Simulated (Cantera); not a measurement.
A freely propagating, adiabatic, planar premixed flame of H₂ : O₂ : N₂ = 1 : 0.735 : 2.76 (molar parts), equivalence ratio 0.68, unburnt at 550 K and 6.50 bar; mixture-averaged transport, grid criteria slope 0.08 and curve 0.16, no radiation.

Cantera simulation using the H2/O2 subset of GRI-Mech 3.0, which has no nitrogen chemistry; the numbers are that mechanism's predictions, not measurements. The hydrogen kinetics of GRI-Mech 3.0 are dated; newer H2 mechanisms differ, most at raised pressure. Burning velocities carry a grid error of a few per cent, more on coarse grids. Lean hydrogen flames are cellular in practice and burn faster than this planar one.

How do the results move with these cheaper or finer settings: unity-Lewis-number transport; multicomponent transport; multicomponent+Soret transport; grid criteria slope 0.5, curve 1; grid criteria slope 0.25, curve 0.5; grid criteria slope 0.03, curve 0.06?


```csv
setting,laminar burning velocity,thermal thickness,peak x(O),peak x(HO₂),grid points
as above,241 cm/s,0.0451 mm,0.00493,0.000952,109
unity-Lewis-number transport,302 cm/s,0.0336 mm,0.00770,0.000786,109
multicomponent transport,242 cm/s,0.0444 mm,0.00497,0.000957,109
multicomponent+Soret transport,219 cm/s,0.0454 mm,0.00470,0.000919,110
"grid criteria slope 0.5, curve 1",291 cm/s,0.0517 mm,0.00535,0.000899,41
"grid criteria slope 0.25, curve 0.5",254 cm/s,0.0474 mm,0.00495,0.000922,51
"grid criteria slope 0.03, curve 0.06",242 cm/s,0.0441 mm,0.00500,0.000968,245
```
Unity Lewis numbers drop preferential diffusion, which matters most where H2 and H carry the flame; Soret adds thermal diffusion.
